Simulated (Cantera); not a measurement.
Charge: 1 mol BN, 4.8 mol F₂, 3.5 mol O₂, held at 1300 K and 133 Pa.

Method: chemical equilibrium by Gibbs-energy minimisation in Cantera with the NASA 1993 tables (ideal gas, pure condensed phases). Candidate condensed phases: B, BN, B₂O₃; 31 gas species. Rates play no part.

Base state: F 0.568, O₂ 0.302, BF₃ 0.0862, N₂ 0.0431, F₂ 0.000453, NO 0.000111 (mole fractions); condensed: gas only.

### Question
What changes in the equilibrium state with this change: temperature from 1300 K to 1748 K?

### Answer
| species | before | after |
|---|---|---|
| F | 0.568 | 0.569 |
| O₂ | 0.302 | 0.301 |
| BF₃ | 0.0862 | 0.0862 |
| O | 2.66e-6 | 0.00110 |
| NO | 0.000111 | 0.000964 |
| N₂ | 0.0431 | 0.0426 |
| F₂ | 0.000453 | 8.63e-6 |

### Question
What changes in the equilibrium state with this change: F₂ from 4.8 to 1.2 mol?

### Answer
| species | before | after |
|---|---|---|
| O₂ | 0.302 | 0.691 |
| BF₃ | 0.0862 | 0.144 |
| N₂ | 0.0431 | 0.103 |
| F | 0.568 | 3.07e-7 |
| BOF | <1e-9 | 0.0616 |
| F₂ | 0.000453 | <1e-9 |
| B₃O₃F₃ | <1e-9 | 9.23e-5 |
